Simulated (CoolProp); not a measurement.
R11 along the isotherm 239.4 K: density (kg/m³) from the reference equation and from simpler models built on Tc = 471.1 K, pc = 4.408 MPa, ω = 0.189; each cubic takes its own stable root.

Values from CoolProp's reference Helmholtz-energy equation of state, Jacobsen 1992.

```json
[
 {"p (MPa)": "0.147", "phase": "liquid", "reference": "1609", "Redlich-Kwong": "1497", "Soave-Redlich-Kwong": "1516", "Peng-Robinson": "1707"},
 {"p (MPa)": "0.294", "phase": "liquid", "reference": "1609", "Redlich-Kwong": "1498", "Soave-Redlich-Kwong": "1517", "Peng-Robinson": "1707"},
 {"p (MPa)": "0.441", "phase": "liquid", "reference": "1609", "Redlich-Kwong": "1498", "Soave-Redlich-Kwong": "1517", "Peng-Robinson": "1707"},
 {"p (MPa)": "0.588", "phase": "liquid", "reference": "1609", "Redlich-Kwong": "1498", "Soave-Redlich-Kwong": "1517", "Peng-Robinson": "1707"},
 {"p (MPa)": "0.735", "phase": "liquid", "reference": "1610", "Redlich-Kwong": "1499", "Soave-Redlich-Kwong": "1517", "Peng-Robinson": "1708"},
 {"p (MPa)": "0.882", "phase": "liquid", "reference": "1610", "Redlich-Kwong": "1499", "Soave-Redlich-Kwong": "1518", "Peng-Robinson": "1708"},
 {"p (MPa)": "1.03", "phase": "liquid", "reference": "1610", "Redlich-Kwong": "1499", "Soave-Redlich-Kwong": "1518", "Peng-Robinson": "1708"},
 {"p (MPa)": "1.18", "phase": "liquid", "reference": "1610", "Redlich-Kwong": "1500", "Soave-Redlich-Kwong": "1518", "Peng-Robinson": "1709"},
 {"p (MPa)": "1.32", "phase": "liquid", "reference": "1611", "Redlich-Kwong": "1500", "Soave-Redlich-Kwong": "1519", "Peng-Robinson": "1709"},
 {"p (MPa)": "1.47", "phase": "liquid", "reference": "1611", "Redlich-Kwong": "1500", "Soave-Redlich-Kwong": "1519", "Peng-Robinson": "1709"},
 {"p (MPa)": "1.62", "phase": "liquid", "reference": "1611", "Redlich-Kwong": "1501", "Soave-Redlich-Kwong": "1519", "Peng-Robinson": "1709"},
 {"p (MPa)": "1.76", "phase": "liquid", "reference": "1611", "Redlich-Kwong": "1501", "Soave-Redlich-Kwong": "1519", "Peng-Robinson": "1710"},
 {"p (MPa)": "1.91", "phase": "liquid", "reference": "1611", "Redlich-Kwong": "1501", "Soave-Redlich-Kwong": "1520", "Peng-Robinson": "1710"},
 {"p (MPa)": "2.06", "phase": "liquid", "reference": "1612", "Redlich-Kwong": "1502", "Soave-Redlich-Kwong": "1520", "Peng-Robinson": "1710"},
 {"p (MPa)": "2.2", "phase": "liquid", "reference": "1612", "Redlich-Kwong": "1502", "Soave-Redlich-Kwong": "1520", "Peng-Robinson": "1710"}
]
```
